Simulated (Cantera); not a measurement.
A freely propagating, adiabatic, planar premixed flame of CH₄ : O₂ : N₂ = 1 : 1.43 : 5.37 (molar parts), unburnt at 600 K and 7.90 bar; multicomponent transport, grid criteria slope 0.08 and curve 0.16, no radiation.

Computed with Cantera and GRI-Mech 3.0 (53 species, 325 reactions). Burning velocities carry a grid error of a few per cent, more on coarse grids.

Task: Predict: laminar burning velocity; thermal thickness; peak x(H₂); peak x(CH₂O); peak x(H); peak x(OH).

Result: 
```
Item                         Result
------------------------  ---------
laminar burning velocity  30.7 cm/s
thermal thickness          0.138 mm
peak x(H₂)                   0.0614
peak x(CH₂O)                0.00146
peak x(H)                  0.000974
peak x(OH)                 0.000480
```
